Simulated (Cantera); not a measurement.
A closed system holds: 1 mol BF₃, 0.41 mol NH₃, at 1073 K and 1.10 mbar.

Method: chemical equilibrium by Gibbs-energy minimisation in Cantera with the NASA 1993 tables (ideal gas, pure condensed phases). Candidate condensed phases: B, BN; 31 gas species. Rates play no part.

Base state: BF₃ 0.544, H₂ 0.329, N₂ 0.110, HF 0.0167, BHF₂ 0.000164 (mole fractions); condensed: BN(s).

What changes in the equilibrium state with this change: BF₃ replaced by B?


```tsv
species	before	after
H₂	0.329	1.00
BF₃	0.544	0
N₂	0.110	<1e-9
HF	0.0167	0
BHF₂	0.000164	0
BN(s), mol	0.0100	0.410
B(s), mol	0	0.590
```
Mutual solubility and eutectic melting of coexisting phases are not modelled.

What changes in the equilibrium state with this change: temperature from 1073 K to 823 K?


```csv
species,before,after
BF₃,0.544,0.547
H₂,0.329,0.334
N₂,0.110,0.111
HF,0.0167,0.00805
BHF₂,0.000164,5.01e-6
"BN(s), mol",0.0100,0.00488
```
